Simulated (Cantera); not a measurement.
**CaO + HBr + N₂ (oxide etching and cleaning by halides)**

Charge: 1 mol CaO, 11 mol HBr, 1.1 mol N₂, equilibrated at 100 Torr.

These are equilibrium values from Cantera (NASA tables, ideal gas, pure condensed phases), not measurements of a reactor. Candidate condensed phases: Br₂, Ca, CaBr₂, CaO, Ca(OH)₂, H₂O; 34 gas species. The numbers say what is thermodynamically allowed, not how fast it happens.

```tsv
T (°C)	x HBr	x N₂	x H₂O	x CaBr₂	x Br	x H₂	n CaBr₂(l)
802	0.808	0.0991	0.0900	2.76e-5	0.000916	0.00111	1.000
852	0.807	0.0990	0.0900	9.61e-5	0.00163	0.00160	0.999
902	0.805	0.0989	0.0899	0.000297	0.00273	0.00226	0.997
952	0.802	0.0988	0.0898	0.000829	0.00435	0.00318	0.991
1002	0.798	0.0986	0.0896	0.00211	0.00663	0.00440	0.976
1052	0.791	0.0981	0.0892	0.00497	0.00971	0.00601	0.944
1102	0.780	0.0973	0.0885	0.0109	0.0137	0.00806	0.877
1152	0.764	0.0959	0.0872	0.0225	0.0188	0.0106	0.742
1202	0.738	0.0935	0.0850	0.0437	0.0248	0.0136	0.486
1252	0.698	0.0895	0.0814	0.0810	0.0317	0.0170	0.00473
1302	0.686	0.0891	0.0810	0.0810	0.0408	0.0215	0
1352	0.671	0.0886	0.0805	0.0805	0.0514	0.0268	0
1402	0.654	0.0880	0.0800	0.0800	0.0636	0.0329	0
```
x: gas mole fraction; n: condensed amount in mol.

From 802 °C to 1252 °C the condensed part is CaBr₂(l). From 1302 °C to 1402 °C nothing is condensed. The main Ca-bearing gas is CaBr₂ throughout.
